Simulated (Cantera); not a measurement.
Input (Python, Cantera) and output of one run.

```python
import numpy as np
import cantera as ct

gas_names = [...]  # 151 gases of nasa_gas.yaml made of C, H, N, O, Si
cond_names = """
    C(gr) C6H6(L) C7H8(L) C8H18(L),n-octa H2O(s) H2O(L) Si(cr) Si(L) SiC(b) SiO2(Lqz) SiO2(hqz) SiO2(L)
    Si2N2O(s) Si3N4(a)
""".split()


# ... load() reads the species with a 1 bar reference pressure and builds the phases ...
atoms = {
    'SiC': {'Si': 1, 'C': 1},
    'N2O': {'N': 2, 'O': 1},
    'H2': {'H': 2},
}
top_T = {'C(gr)': 4500, 'SiC(b)': 3050, 'Si2N2O(s)': 2100, 'Si3N4(a)': 2400}  # K; cautious upper limits of use, not melting points


# ... equilibrate(T, P, feed) seeds the gas with the atoms and calls Mixture.equilibrate('TP', solver="vcs", rtol=1e-11, max_steps=5000) ...
results = []
feed = {'SiC': 1, 'N2O': 0.13, 'H2': 5.5}  # mol
P = 2.3  # Pa
for T in [1298, 1398, 1498, 1598, 1698, 1798, 1898, 1998, 2098, 2198]:
    mix = equilibrate(T, P, feed)
    results.append((T, P, feed, dict(zip(mix.species_names, mix.species_moles))))

top = {s: max(r[3][s] / sum(r[3][g] for g in gas_names) for r in results) for s in gas_names}
cols = sorted((s for s in top if top[s] > 1e-05), key=lambda s: -top[s])[:7]
seen = [c for c in cond_names if any(r[3].get(c, 0) > 1e-12 for r in results)]
print("log10 of partial pressures in bar; condensed amounts in mol")
print(f"{'T/K':>10s}" + "".join(f"{s[:9]:>10s}" for s in cols + seen))
for T, P, feed, n in results:
    ng = sum(n[g] for g in gas_names)
    print(f"{T:10.4g}" + "".join(f"{np.log10(max(n[s] / ng * P / 1e5, 1e-99)):10.3f}" for s in cols)
          + "".join(f"{n.get(c, 0):10.4g}" for c in seen))
```

It prints:

```
log10 of partial pressures in bar; condensed amounts in mol
       T/K        H2         H        Si        N2        CO       SiO      SiC2     C(gr)    SiC(b) Si2N2O(s)
      1298    -4.654    -8.297   -11.693    -6.402    -6.486    -7.157   -17.786         0    0.9191   0.03184
      1398    -4.659    -7.654    -9.978    -6.285    -6.586    -6.586   -16.050         0     0.935         0
      1498    -4.660    -7.095    -8.785    -6.286    -6.585    -6.588   -14.259         0    0.9348         0
      1598    -4.663    -6.606    -7.755    -6.288    -6.574    -6.603   -12.683         0    0.9327         0
      1698    -4.674    -6.177    -6.925    -6.294    -6.503    -6.711   -11.218         0    0.9193         0
      1798    -4.698    -5.802    -6.432    -6.309    -6.364    -7.219    -9.676         0    0.8837         0
      1898    -4.740    -5.477    -6.302    -6.341    -6.332    -8.387    -7.988         0    0.8526         0
      1998    -4.862    -5.226    -5.636    -6.422    -6.406    -8.439    -7.023     0.606    0.1636         0
      2098    -5.004    -5.014    -5.606    -6.484    -6.458    -9.006    -6.801    0.7167         0         0
      2198    -5.211    -4.860    -5.666    -6.543    -6.510    -9.612    -6.687     0.657         0         0
```

Cantera equilibrium calculation (NASA polynomials, part measured and part estimated; ideal gas, pure solids and liquids). Mutual solubility and eutectic melting of coexisting phases are not modelled. The tables' values for SiN are old estimates; treat these amounts as uncertain.
